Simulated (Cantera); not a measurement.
## Thermodynamics of metals in furnace atmospheres, feed Pb + CO2 + CO

Charge: 1 mol Pb, a varied amount of CO2, 0.82 mol CO, at 101000 Pa.

Cantera equilibrium calculation (NASA polynomials, part measured and part estimated; ideal gas, pure solids and liquids). Candidate condensed phases: C, Pb, PbO, PbO2, Pb3O4; 15 gas species. Rates play no part.

**Question.** Map the stable condensed phases over T = 1275, 1325, 1375, 1425, 1475, 1525, 1575, 1625, 1675, 1725, 1775, 1825, 1875, 1925 K and n(CO2) in mol = 1.7, 2.2, 2.8, 3.6, 4.5, 5.8, 7.3.

**Answer.** 
```
T in K \ n(CO2) in mol
         1.7 2.2 2.8 3.6 4.5 5.8 7.3
   1925    A   A   A   A   A   A   A
   1875    A   A   A   A   A   A   A
   1825    A   A   A   A   A   A   A
   1775    B   B   A   A   A   A   A
   1725    B   B   B   B   A   A   A
   1675    B   B   B   B   B   B   A
   1625    B   B   B   B   B   B   B
   1575    B   B   B   B   B   B   B
   1525    B   B   B   B   B   B   B
   1475    B   B   B   B   B   B   B
   1425    B   B   B   B   B   B   B
   1375    B   B   B   B   B   B   B
   1325    B   B   B   B   B   B   B
   1275    B   B   B   B   B   B   B
```
A: gas only; B: Pb.
